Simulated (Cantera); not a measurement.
## CH₃F + CH₄ (fluorocarbon and chlorocarbon gases)

Feed: 1 mol CH₃F, 1.7 mol CH₄, held at 2502 °C.

These are equilibrium values from Cantera (NASA tables, ideal gas, pure condensed phases), not measurements of a reactor. Candidate condensed phases: C, C₆H₆, C₇H₈, C₈H₁₈; 95 gas species. Rates play no part.

| P (Pa) | x H | x H₂ | x HF | x C | x C₃ | x F | x C₂H₂ (acetylene) | x C₂ | n C(graphite) |
|---|---|---|---|---|---|---|---|---|---|
| 1 | 0.767 | 0.00105 | 0.0204 | 0.113 | 0.0267 | 0.0593 | 1.64e-6 | 0.0115 | 0 |
| 5.20 | 0.792 | 0.00582 | 0.0563 | 0.0478 | 0.0548 | 0.0305 | 4.42e-5 | 0.0107 | 0 |
| 27 | 0.777 | 0.0291 | 0.0847 | 0.0174 | 0.0707 | 0.00902 | 0.000784 | 0.00733 | 0 |
| 140 | 0.726 | 0.132 | 0.111 | 0.00357 | 0.0165 | 0.00243 | 0.00404 | 0.00161 | 2.07 |
| 720 | 0.511 | 0.335 | 0.136 | 0.000695 | 0.00322 | 0.000825 | 0.0103 | 0.000312 | 2.44 |
| 3700 | 0.285 | 0.537 | 0.158 | 0.000135 | 0.000626 | 0.000334 | 0.0165 | 6.08e-5 | 2.46 |
| 19000 | 0.140 | 0.666 | 0.172 | 2.63e-5 | 0.000122 | 0.000144 | 0.0204 | 1.18e-5 | 2.45 |
| 100000 | 0.0641 | 0.733 | 0.179 | 5.00e-6 | 2.31e-5 | 6.24e-5 | 0.0225 | 2.25e-6 | 2.44 |
x: gas mole fraction; n: condensed amount in mol.

From 1.00 Pa to 27.0 Pa nothing is condensed. From 1.40 mbar to 1.00 bar the condensed part is C(graphite). The main C-bearing gas is C at 1.00 Pa and C₂H₂ (acetylene) at 1.00 bar.
